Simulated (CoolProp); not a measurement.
Vapour-liquid equilibrium of n-butane (1) + R113 (2) at 1030 kPa; x and y are mole fractions of (1).

The numbers come from the multi-fluid Helmholtz-energy mixture model, Bücker 2006 and Marx 1992; pair parameters Bell 2016 in CoolProp.

Q: Give the bubble temperature and the first vapour's composition at x = 0.2, 0.35, 0.5. Is there an azeotrope?

A: x = 0.2: 121.9 °C, y = 0.397; x = 0.35: 110.8 °C, y = 0.589; x = 0.5: 101.8 °C, y = 0.725. No azeotrope shows between x = 0.05 and 0.95.

Pair parameters are fitted to limited data, so mixtures are less certain than the pure fluids.
